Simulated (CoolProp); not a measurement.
A single-stage vapour-compression cycle with trans-2-butene: evaporating at 249.15 K (dew point), condensing at 281.15 K (bubble point), superheat 8 K, subcooling 0 K, compressor efficiency 0.85, no pressure losses. Each further row changes one setting.

The numbers come from the reference Helmholtz-energy equation of state, Lemmon 2005 in CoolProp. It is a short technical equation, of lower accuracy than the large ones.

```csv
case,cooling COP,pressure ratio,discharge temperature (K),refrigerating effect (kJ/kg),volumetric capacity (kJ/m³)
as stated,5.96,3.76,301.0,369,346
evaporating temperature 254.15 K,7.33,(withheld),298.6,(withheld),437
condensing temperature 276.15 K,7.19,3.13,294.8,380,357
subcooling 5 K,(withheld),3.76,301.0,380,357
superheat 18 K,5.95,3.76,(withheld),383,345
compressor efficiency 0.75,(withheld),3.76,(withheld),369,346
```

Question: What belongs in the gaps?

Answer: 
- evaporating temperature 254.15 K, pressure ratio: 2.98
- evaporating temperature 254.15 K, refrigerating effect (kJ/kg): 375
- subcooling 5 K, cooling COP: 6.14
- superheat 18 K, discharge temperature (K): 311.4
- compressor efficiency 0.75, cooling COP: 5.26
- compressor efficiency 0.75, discharge temperature (K): 306.0
